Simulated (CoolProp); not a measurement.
Saturated liquid density (kg/m³) of diethyl ether: the reference equation beside estimates from Tc = 467.9 K, pc = 3717 kPa, ω = 0.282. Rackett uses Z = 0.29056 − 0.08775 ω.

The numbers come from the reference Helmholtz-energy equation of state, Thol 2014 in CoolProp.

| T (K) | reference | Rackett | van der Waals | Soave-Redlich-Kwong |
|---|---|---|---|---|
| 314.1 | 688.9 | 698.6 | 414.1 | ? |
| 324.5 | 676.2 | 685.4 | 406.5 | 616.5 |
| 334.9 | 662.9 | 671.8 | 398.6 | 603.2 |
| 345.3 | 649.2 | 657.6 | 390.4 | 589.0 |
| 355.7 | 634.9 | 642.9 | 381.7 | 573.9 |
| 366.1 | 619.9 | ? | 372.6 | 557.7 |
| 376.5 | 604.1 | ? | ? | 540.3 |
| 386.9 | 587.4 | ? | 352.7 | ? |
| 397.3 | 569.6 | 576.4 | 341.8 | 501.2 |
| 407.7 | ? | 557.0 | 329.9 | 479.0 |

Task: Complete the blanks.

Result: 
- 314.1, Soave-Redlich-Kwong: 629.0
- 366.1, Rackett: 627.6
- 376.5, Rackett: 611.5
- 376.5, van der Waals: 363.0
- 386.9, Rackett: 594.5
- 386.9, Soave-Redlich-Kwong: 521.6
- 407.7, reference: 550.3

Absolute difference from the reference over all 10 rows, mean and median: Rackett 1.3 and 1.3 %, van der Waals 39.9 and 39.9 %, Soave-Redlich-Kwong 10.2 and 9.8 %.
